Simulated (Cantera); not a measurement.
**Thermodynamics of aluminium nitride and oxide growth, feed Al(CH₃)₃ + O₂ + H₂ + N₂**

Feed: 1 mol Al(CH₃)₃, 0.75 mol O₂, 270 mol H₂, 47 mol N₂, at 200 Pa.

Method: chemical equilibrium by Gibbs-energy minimisation in Cantera with the NASA 1993 tables (ideal gas, pure condensed phases). Candidate condensed phases: Al, AlN, Al₂O₃, C, C₆H₆, C₇H₈, C₈H₁₈, H₂O; 148 gas species. The feed counts by its element totals alone. Mutual solubility and eutectic melting of coexisting phases are not modelled. Rates play no part.

From 1098 K to 1198 K the condensed part is AlN(s) + Al₂O₃(s) + C(graphite). From 1248 K to 1698 K the condensed part is AlN(s) + C(graphite).

| T (K) | x H₂ | x N₂ | x CO | x H | x HCN | x Al | x C₂H₂ (acetylene) | x CH₄ | n AlN(s) | n Al₂O₃(s) | n C(graphite) |
|---|---|---|---|---|---|---|---|---|---|---|---|
| 1098 | 0.853 | 0.146 | 0.000550 | 5.11e-7 | 7.64e-6 | <1e-12 | 1.09e-8 | 5.32e-5 | 0.118 | 0.441 | 2.80 |
| 1148 | 0.853 | 0.145 | 0.00166 | 1.48e-6 | 1.44e-5 | <1e-12 | 3.17e-8 | 3.46e-5 | 0.356 | 0.322 | 2.45 |
| 1198 | 0.851 | 0.144 | 0.00455 | 3.92e-6 | 2.55e-5 | 4.48e-12 | 8.42e-8 | 2.32e-5 | 0.979 | 0.0106 | 1.52 |
| 1248 | 0.851 | 0.144 | 0.00465 | 9.63e-6 | 4.35e-5 | 5.89e-11 | 2.07e-7 | 1.62e-5 | 1.00 | 0 | 1.48 |
| 1298 | 0.851 | 0.144 | 0.00465 | 2.21e-5 | 7.12e-5 | 6.33e-10 | 4.75e-7 | 1.15e-5 | 1.00 | 0 | 1.47 |
| 1348 | 0.851 | 0.144 | 0.00465 | 4.77e-5 | 0.000112 | 5.69e-9 | 1.02e-6 | 8.45e-6 | 1.000 | 0 | 1.46 |
| 1398 | 0.851 | 0.144 | 0.00465 | 9.76e-5 | 0.000171 | 4.37e-8 | 2.09e-6 | 6.33e-6 | 1.000 | 0 | 1.44 |
| 1448 | 0.851 | 0.144 | 0.00465 | 0.000190 | 0.000253 | 2.91e-7 | 4.04e-6 | 4.83e-6 | 1.000 | 0 | 1.41 |
| 1498 | 0.851 | 0.144 | 0.00465 | 0.000354 | 0.000365 | 1.70e-6 | 7.50e-6 | 3.76e-6 | 0.999 | 0 | 1.37 |
| 1548 | 0.850 | 0.144 | 0.00465 | 0.000635 | 0.000513 | 8.88e-6 | 1.33e-5 | 2.97e-6 | 0.997 | 0 | 1.32 |
| 1598 | 0.850 | 0.144 | 0.00465 | 0.00110 | 0.000707 | 4.17e-5 | 2.29e-5 | 2.38e-6 | 0.986 | 0 | 1.25 |
| 1648 | 0.849 | 0.144 | 0.00465 | 0.00183 | 0.000953 | 0.000178 | 3.80e-5 | 1.93e-6 | 0.941 | 0 | 1.16 |
| 1698 | 0.847 | 0.144 | 0.00464 | 0.00298 | 0.00126 | 0.000697 | 6.10e-5 | 1.58e-6 | 0.769 | 0 | 1.04 |
x: gas mole fraction; n: condensed amount in mol.
